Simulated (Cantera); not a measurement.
Input: 1 mol Si, 4.7 mol F2, 23 mol N2, at 598 K and 0.00110 bar.

These are equilibrium values from Cantera (NASA tables, ideal gas, pure condensed phases), not measurements of a reactor. Candidate condensed phases: Si, Si3N4; 16 gas species. Rates play no part.

### Question
What is the equilibrium state?

### Answer
| Quantity | Value |
|---|---|
| x(N2) | 0.881 |
| x(NF3) | 0.0559 |
| x(SiF4) | 0.0395 |
| x(F2) | 0.0226 |
| x(F) | 0.000603 |
| gas amount | 25.29 mol |
| log10 activity of Si(s) (absent) | -128.76 |
